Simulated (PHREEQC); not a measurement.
Make-up at 74 °C: 0.0096 mol/kgw HF, 0.00033 mol/kgw KF and 0.073 mol/kgw (NH4)2SiF6. Closed to the air; pH follows from the charge balance.

The numbers come from PHREEQC with the ion-association model, phreeqc.dat.

Each row changes one thing in this solution. No solid was allowed to form.

| case | pH | ionic strength (mol/kgw) | HF (mol/kgw) | F- (mol/kgw) | H4SiO4 (mol/kgw) | HF2- (mol/kgw) | SI of Chalcedony (SiO2) |
|---|---|---|---|---|---|---|---|
| as made | 2.90 | 0.220 | 0.0116 | 0.00366 | 0.000950 | 0.000182 | +0.07 |
| HF left out | 3.23 | 0.218 | 0.00782 | 0.00528 | 0.00219 | 0.000177 | +0.43 |
| KF replaced by H2SiF6 at the same molality | 2.82 | 0.220 | 0.0122 | 0.00318 | (withheld) | 0.000167 | +0.10 |
| temperature from 74 to 55 °C | 2.77 | 0.221 | 0.00850 | 0.00293 | 0.000286 | 0.000108 | -0.28 |
| (NH4)2SiF6 from 0.073 to 0.0146 mol/kgw | 2.93 | 0.0449 | 0.0106 | (withheld) | 0.000641 | 0.000133 | -0.12 |
| KF from 0.00033 to 0.00165 mol/kgw | 2.99 | 0.221 | 0.0112 | 0.00433 | 0.000782 | 0.000208 | -0.02 |
| temperature from 74 to 20 °C | 2.64 | 0.222 | 0.00664 | 0.00316 | 2.49e-6 | 7.63e-5 | -1.97 |
| HF from 0.0096 to 0.0048 mol/kgw | 3.06 | 0.219 | (withheld) | 0.00430 | 0.00151 | 0.000176 | +0.27 |
| diluted 2-fold with water | 3.07 | 0.109 | 0.00913 | 0.00383 | 0.00138 | 0.000151 | +0.22 |

Question: Complete the blanks.

Answer: 
- KF replaced by H2SiF6 at the same molality, H4SiO4 (mol/kgw): 0.00102
- (NH4)2SiF6 from 0.073 to 0.0146 mol/kgw, F- (mol/kgw): 0.00288
- HF from 0.0096 to 0.0048 mol/kgw, HF (mol/kgw): 0.00952

Some of these states are supersaturated (in Quartz (slow to form), Chalcedony (slow to form), for instance). Constants without temperature data keep their 25 °C values here. SiF6-2 is the database's only silicon fluoride.
